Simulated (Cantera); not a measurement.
A diamond (100) surface in a fixed gas of H2 with x(CH4) = 0.0023, x(H) = 0.017, x(CH3) = 0.0016, 34.5 Torr; coverages are run to steady state.

Detailed kinetics in Cantera: the Harris–Goodwin 1993 mechanism for the reconstructed diamond (100) surface.

θ: site fractions in the mechanism's names (c6HH fully hydrogenated, c6H* and c6*H radical sites, c6** diradical, c6HM methylated).

| T (K) | growth (µm/h) | θ c6HH | θ c6H* | θ c6*H | θ c6** | θ c6HM |
|---|---|---|---|---|---|---|
| 925 | … | 0.613 | 0.0113 | 0.288 | 0.00492 | 0.0647 |
| 975 | … | 0.577 | 0.0152 | 0.330 | 0.00743 | 0.0524 |
| 1025 | … | 0.541 | 0.0195 | 0.369 | 0.0107 | 0.0424 |
| 1075 | 47.2 | 0.506 | 0.0242 | 0.405 | 0.0148 | 0.0336 |
| 1125 | 51.1 | 0.474 | 0.0294 | 0.438 | 0.0199 | 0.0252 |
| 1175 | 48.5 | 0.444 | 0.0349 | 0.467 | 0.0260 | 0.0167 |
| 1225 | … | 0.416 | 0.0406 | 0.493 | 0.0330 | 0.00942 |
| 1275 | … | 0.389 | 0.0463 | 0.514 | 0.0409 | 0.00456 |
| 1325 | … | 0.363 | 0.0518 | 0.530 | 0.0494 | 0.00202 |
| 1375 | … | 0.340 | 0.0572 | 0.541 | 0.0586 | 0.000861 |

Fill in the missing entries.


- 925, growth (µm/h): 24.3
- 975, growth (µm/h): 31.9
- 1025, growth (µm/h): 39.9
- 1225, growth (µm/h): 39.7
- 1275, growth (µm/h): 30.0
- 1325, growth (µm/h): 23.9
- 1375, growth (µm/h): 21.5
